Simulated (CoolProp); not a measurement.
c-C4F8 (RC318) at several states: density (kg/m³) from the reference equation and from simpler models built on Tc = 388.4 K, pc = 2778 kPa, ω = 0.355; each cubic takes its own stable root.

Computed with CoolProp (reference Helmholtz-energy equation of state, Platzer 1990). This equation is an older, rougher fit; its heat capacities, sound speeds and derivatives of the liquid may be far off and weren't checked against measurements.

| T (K) | p (kPa) | phase | reference |
|---|---|---|---|
| 246 | 724 | liquid | 1690 |
| 450.6 | 1700 | gas | 103.9 |
| 332 | 2150 | liquid | 1364 |
| 490.3 | 17.3 | gas | 0.8496 |
| 470.8 | 21.9 | gas | 1.121 |
| 312.6 | 762 | liquid | 1440 |

### Question
How far does each simpler model (Soave-Redlich-Kwong, Peng-Robinson) lie from the reference over these 6 states: mean and median of the absolute difference, and the worst?

### Answer
- Soave-Redlich-Kwong: mean 3.5 %, median 2.9 %, worst -8.1 % at 332 K and 2150 kPa
- Peng-Robinson: mean 3.0 %, median 3.0 %, worst +6.7 % at 246 K and 724 kPa
